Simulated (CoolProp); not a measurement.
Vapour-liquid equilibrium of R152A (1) + R113 (2) at 260.3 K; x and y are mole fractions of (1).

Computed with CoolProp (multi-fluid Helmholtz-energy mixture model, Outcalt 1996 and Marx 1992; pair parameters Bell 2016).

```tsv
x	bubble pressure, mixture model (bar)	bubble pressure, Raoult's law (bar)	y, mixture model	y, Raoult's law
0.05	0.2724	0.1549	0.724	0.523
0.2	0.7218	0.3865	0.907	0.839
0.35	0.9987	0.6181	0.940	0.918
0.5	1.165	0.8497	0.953	0.954
0.65	1.283	1.081	0.963	0.975
0.8	1.401	1.313	0.974	0.988
0.95	1.556	1.545	0.991	0.997
```

The largest gap from Raoult's law is +86.8 % in bubble pressure, at x = 0.2. No azeotrope shows between x = 0.05 and 0.95.

Pair parameters are fitted to limited data, so mixtures are less certain than the pure fluids. With so large a gap from Raoult's law the liquid may split in two, which this calculation doesn't test in full.
